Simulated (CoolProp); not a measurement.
Properties of dimethyl carbonate along the isotherm 81.25 °C (Tc = 283.9 °C, pc = 49.09 bar, ω = 0.346).

Computed with CoolProp (reference Helmholtz-energy equation of state, Zhou 2011).

```
p (bar)   phase  density (kg/m³)  isothermal compressibility (1/MPa)  fugacity coefficient
-------  ------  ---------------  ----------------------------------  --------------------
0.0776      gas           0.2378                               129.2                0.9977
0.121       gas           0.3713                               82.95                0.9964
0.188       gas           0.5780                               53.50                0.9943
0.293       gas           0.9037                               34.44                0.9912
0.456       gas            1.414                               22.24                0.9863
0.71        gas            2.219                               14.41                0.9786
1.11     liquid            986.6                            0.001448                0.6677
1.72     liquid            986.7                            0.001447                0.4317
2.68     liquid            986.9                            0.001445                0.2779
4.18     liquid            987.1                            0.001442                0.1790
6.5      liquid            987.4                            0.001437                0.1159
10.1     liquid            987.9                            0.001429               0.07546
15.8     liquid            988.7                            0.001417               0.04909
24.5     liquid            989.9                            0.001400               0.03252
```
